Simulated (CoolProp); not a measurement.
A single-stage vapour-compression cycle with chloromethane (R40): evaporating at 321.15 K (dew point), condensing at 373.15 K (bubble point), superheat 2 K, subcooling 8 K, compressor efficiency 0.9, no pressure losses. Each further row changes one setting.

Values from CoolProp's reference Helmholtz-energy equation of state, Thol 2014.

| case | cooling COP | pressure ratio | discharge temperature (K) | refrigerating effect (kJ/kg) | volumetric capacity (kJ/m³) |
|---|---|---|---|---|---|
| as stated | 4.45 | 3.03 | 410.5 | 266 | 6360 |
| evaporating temperature 326.15 K | 5.08 | 2.68 | 406.4 | 268 | 7220 |
| condensing temperature 368.15 K | 5.07 | 2.76 | 402.5 | 276 | 6590 |
| subcooling 13 K | 4.61 | 3.03 | 410.5 | 276 | 6590 |
| superheat 12 K | 4.40 | 3.03 | 421.8 | 278 | 6290 |
| compressor efficiency 0.8 | 3.96 | 3.03 | 416.0 | 266 | 6360 |
